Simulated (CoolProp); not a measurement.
A simple Rankine cycle with dimethyl ether: condensing at 325.15 K, boiler at 4.44 MPa, turbine inlet 404.9 K, turbine efficiency 0.75, pump efficiency 0.6, no recuperator. Each further row changes one setting.

Model: reference Helmholtz-energy equation of state, Wu 2011, in CoolProp.

| case | thermal efficiency (%) | net work (kJ/kg) | heat in (kJ/kg) | turbine exit temperature (K) | volume ratio over the turbine |
|---|---|---|---|---|---|
| as stated | 9.1 | 38.2 | 417 | 337.0 | 4.16 |
| turbine inlet 424.9 K | 9.6 | 45.6 | 473 | 362.9 | 3.92 |
| condensing temperature 317.15 K | 10.3 | 45.0 | 437 | 329.2 | 5.06 |
| boiler pressure 3.11 MPa | 7.6 | 34.9 | 461 | 362.3 | 2.66 |
| turbine efficiency 0.65 | 7.6 | 31.9 | 417 | 340.3 | 4.23 |
